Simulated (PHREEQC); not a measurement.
Make-up at 25 °C: 0.0024 mol NH3, 0.0018 mol H4SiO4 and 0.16 mol K3PO4 per kg of water. Closed to the air; pH follows from the charge balance.

The numbers come from PHREEQC with the ion-association model, wateq4f.dat.

This is a speciation only: nothing precipitates in the calculation.

**Question.** What pH, activity of water does the model give?

**Answer.** pH 12.16; activity of water 0.989.

**Question.** In which forms is P present?

**Answer.** PO4-3 83 %, HPO4-2 14 %, KHPO4- 2.2 % of the P.

Ionic strength above about 0.7 mol/kgw puts this run outside the model's range. H3PO4, which wateq4f.dat lacks, is added to it with the constant of phreeqc.dat.
